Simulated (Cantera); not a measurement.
Feed: 1 mol Al(CH3)3, 43 mol N2, 170 mol H2, 1.1 mol N2O, held at 0.0420 bar.

These are equilibrium values from Cantera (NASA tables, ideal gas, pure condensed phases), not measurements of a reactor. Candidate condensed phases: Al, AlN, Al2O3, C, C6H6, C7H8, C8H18, H2O; 148 gas species. The feed counts by its element totals alone. Mutual solubility and eutectic melting of coexisting phases are not modelled. Rates play no part.

Over these rows the condensed part is AlN(s) + Al2O3(s) + C(graphite). Partial pressures as log10 of bar:

| T (K) | 1000/T (1/K) | log p CO | log p H2 | log p N2 |
|---|---|---|---|---|
| 873 | 1.1455 | -8.33 | -1.48 | -2.07 |
| 948 | 1.0549 | -7.22 | -1.48 | -2.07 |
| 1023 | 0.9775 | ? | -1.48 | -2.07 |
| 1098 | 0.9107 | -5.47 | -1.48 | -2.07 |
| 1173 | 0.8525 | -4.77 | -1.47 | -2.07 |
| 1248 | 0.8013 | -4.15 | -1.48 | -2.07 |

Question: Fit log p(CO) = a + b·(1000/T) to the five rows, give the apparent enthalpy, and predict the row at 1023 K.

Answer: Means: 1000/T = 0.9530, log p = -5.988. Sxy = -0.999521, Sxx = 0.0823423, so b = -12.14 and a = -5.988 − (-12.14)×0.9530 = 5.58.
Apparent enthalpy: −19.145 × (-12.14) = 232 kJ/mol. With the condensed phases at unit activity, 1/3 Al2O3(s) + C(graphite) + 1/3 N2(g) = CO(g) + 2/3 AlN(s) links this pressure to the main gases: over the six rows their terms move log p by +0.00 in all, so the slope is close to that reaction's ΔH°. The five rows lie within 0.01 of the line.
Prediction at 1023 K: 5.58 + (-12.14)×0.9775 = -6.29. The computed value is -6.28, 0.01 from the line.
